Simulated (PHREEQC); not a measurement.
A solution holds 2.4 mol/kgw K2CO3 and 0.00014 mol/kgw H4SiO4, at 66 °C. Closed to the air; pH follows from the charge balance.

Computed with PHREEQC (Pitzer model, pitzer.dat).

No solid was allowed to form.

Predict the pH.

pH 11.70.

In which forms is C present?

CO3-2 99 %, HCO3- 1.1 % of the C.

In brines, pH and single-ion activities rest on the MacInnes convention. At this temperature some constants are extrapolated from 25 °C, and those without enthalpy data are left unchanged.
